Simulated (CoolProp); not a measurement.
A single-stage vapour-compression cycle with the fluid: evaporating at 314.15 K (dew point), condensing at 373.15 K (bubble point), superheat 8 K, subcooling 0 K, compressor efficiency 0.9, no pressure losses. The same conditions are run with several fluids, on thermodynamics alone (safety and materials aside).

Computed with CoolProp (reference Helmholtz-energy equation of state of each fluid (cis-2-butene: Lemmon 2005; R365MFC: Lemmon 2016; c-C4F8 (RC318): Platzer 1990; isobutene: Lemmon 2005; 1,2-dichloroethane: Thol 2015; methanol: de Reuck 1993)). The equations of Platzer and Polt are older, rougher fits.

Question: Rank cis-2-butene, R365MFC, c-C4F8 (RC318), isobutene, 1,2-dichloroethane, methanol by cooling COP, highest first.

Answer: 1,2-dichloroethane (4.11), methanol (4.03), cis-2-butene (3.47), R365MFC (3.31), isobutene (3.16), c-C4F8 (RC318) (1.75)

```json
[
 {"fluid": "cis-2-butene", "pressure ratio": "4.08", "discharge temperature (K)": "381.3", "refrigerating effect (kJ/kg)": "240", "volumetric capacity (kJ/m³)": "1900"},
 {"fluid": "R365MFC", "pressure ratio": "5.63", "discharge temperature (K)": "373.2", "refrigerating effect (kJ/kg)": "109", "volumetric capacity (kJ/m³)": "654"},
 {"fluid": "c-C4F8 (RC318)", "pressure ratio": "4.05", "discharge temperature (K)": "373.2", "refrigerating effect (kJ/kg)": "27.7", "volumetric capacity (kJ/m³)": "1200"},
 {"fluid": "isobutene", "pressure ratio": "3.80", "discharge temperature (K)": "377.5", "refrigerating effect (kJ/kg)": "195", "volumetric capacity (kJ/m³)": "2210"},
 {"fluid": "1,2-dichloroethane", "pressure ratio": "7.68", "discharge temperature (K)": "400.5", "refrigerating effect (kJ/kg)": "274", "volumetric capacity (kJ/m³)": "220"},
 {"fluid": "methanol", "pressure ratio": "9.51", "discharge temperature (K)": "474.3", "refrigerating effect (kJ/kg)": "997", "volumetric capacity (kJ/m³)": "453"}
]
```

The compression ends wet for: R365MFC; c-C4F8 (RC318).
